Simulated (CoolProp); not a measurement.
Vapour-liquid equilibrium of CHF3 (R23) (1) + propylene (2) at 277.3 K; x and y are mole fractions of (1).

The numbers come from the multi-fluid Helmholtz-energy mixture model, Penoncello 2003 and Lemmon 2013; pair parameters Bell 2016 in CoolProp.

```tsv
x	bubble pressure, mixture model (MPa)	bubble pressure, Raoult's law (MPa)	y, mixture model	y, Raoult's law
0.05	0.8821	0.7662	0.252	0.182
0.15	1.263	0.9789	0.487	0.427
0.25	1.568	1.192	0.600	0.585
0.35	1.814	1.404	0.669	0.695
0.45	2.015	1.617	0.718	0.776
0.55	2.188	1.830	0.760	0.838
0.65	2.344	2.043	0.800	0.887
0.75	2.490	2.255	0.844	0.927
0.85	2.626	2.468	0.895	0.960
0.95	2.743	2.681	0.960	0.988
```

The largest gap from Raoult's law is +31.5 % in bubble pressure, at x = 0.25. No azeotrope shows between x = 0.05 and 0.95.

Pair parameters are fitted to limited data, so mixtures are less certain than the pure fluids.
